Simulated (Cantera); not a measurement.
Input (Python, Cantera) and output of one run.

```python
import numpy as np
import cantera as ct

gas_names = """
    N NO NO2 NO3 N2 N2O O O2 O3 Si SiN SiO SiO2 Si2 Si2N Si3
""".split()
cond_names = """
    Si(cr) Si(L) SiO2(Lqz) SiO2(hqz) SiO2(L) Si2N2O(s) Si3N4(a)
""".split()


# ... load() reads the species with a 1 bar reference pressure and builds the phases ...
atoms = {
    'Si': {'Si': 1},
    'O2': {'O': 2},
    'N2': {'N': 2},
}
top_T = {'Si2N2O(s)': 2100, 'Si3N4(a)': 2400}  # K; cautious upper limits of use, not melting points


# ... equilibrate(T, P, feed) seeds the gas with the atoms and calls Mixture.equilibrate('TP', solver="vcs", rtol=1e-11, max_steps=5000) ...
results = []
feed = {'Si': 1, 'O2': 0.024, 'N2': 41}  # mol
P = 220  # Pa
for T in [1525, 1575, 1625, 1675, 1725, 1775, 1825, 1875, 1925, 1975, 2025, 2075, 2125]:
    mix = equilibrate(T, P, feed)
    results.append((T, P, feed, dict(zip(mix.species_names, mix.species_moles))))

top = {s: max(r[3][s] / sum(r[3][g] for g in gas_names) for r in results) for s in gas_names}
cols = sorted((s for s in top if top[s] > 0.001), key=lambda s: -top[s])[:9]
seen = [c for c in cond_names if any(r[3].get(c, 0) > 1e-12 for r in results)]
print("log10 of partial pressures in bar; condensed amounts in mol")
print(f"{'T/K':>10s}" + "".join(f"{s[:9]:>10s}" for s in cols + seen))
for T, P, feed, n in results:
    ng = sum(n[g] for g in gas_names)
    print(f"{T:10.4g}" + "".join(f"{np.log10(max(n[s] / ng * P / 1e5, 1e-99)):10.3f}" for s in cols)
          + "".join(f"{n.get(c, 0):10.4g}" for c in seen))
```

Output:

```
log10 of partial pressures in bar; condensed amounts in mol
       T/K        N2        Si       SiO     Si(L) Si2N2O(s)  Si3N4(a)
      1525    -2.658    -8.695    -6.289         0   0.03856    0.3045
      1575    -2.658    -7.945    -5.662         0  0.007988    0.3146
      1625    -2.658    -7.243    -5.583         0         0     0.317
      1675    -2.658    -6.583    -5.583         0         0    0.3156
      1725    -2.658    -5.993    -5.590    0.9306         0         0
      1775    -2.659    -5.659    -5.590    0.9064         0         0
      1825    -2.659    -5.342    -5.591    0.8587         0         0
      1875    -2.660    -5.043    -5.591    0.7676         0         0
      1925    -2.662    -4.759    -5.593    0.5989         0         0
      1975    -2.665    -4.490    -5.596    0.2948         0         0
      2025    -2.668    -4.326    -5.599         0         0         0
      2075    -2.668    -4.317    -5.599         0         0         0
      2125    -2.668    -4.312    -5.599         0         0         0
```

These are equilibrium values from Cantera (NASA tables, ideal gas, pure condensed phases), not measurements of a reactor. Mutual solubility and eutectic melting of coexisting phases are not modelled. The tables' values for SiN are old estimates; treat these amounts as uncertain.
